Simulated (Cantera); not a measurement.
Standard-state values (1 bar) from the NASA 1993 polynomials, evaluated with Cantera. Values are per mole of reaction as written; species without (g) are pure solids or liquids, kept so even where they would boil at 1 bar.

6 H2S(g) + 2 C6H6(g) + 3 Ni → 6 C2H4(g) + 3 NiS2, with ΔH° = -121.8 kJ and ΔS° = -330.6 J/K at 300 K.

**Question.** How far is the shortcut ΔG° ≈ ΔH°(300 K) − T·ΔS°(300 K) from the full temperature-dependent value at 725, 750, 775, 800, 825, 850, 875, 900, 925, 950, 975 K?

**Answer.** 
```csv
T (K),shortcut (kJ),full (kJ),difference (kJ),difference in log10 K
725,117.8,115.5,2.3,-0.17
750,126.1,123.6,2.5,-0.18
775,134.4,131.6,2.8,-0.19
800,142.6,139.6,3.0,-0.19
825,150.9,147.7,3.2,-0.20
850,159.2,155.7,3.5,-0.21
875,167.4,163.7,3.7,-0.22
900,175.7,171.7,4.0,-0.23
925,183.9,179.6,4.3,-0.24
950,192.2,187.6,4.6,-0.26
975,200.5,195.5,5.0,-0.27
```
The shortcut ignores the heat-capacity change of the reaction.
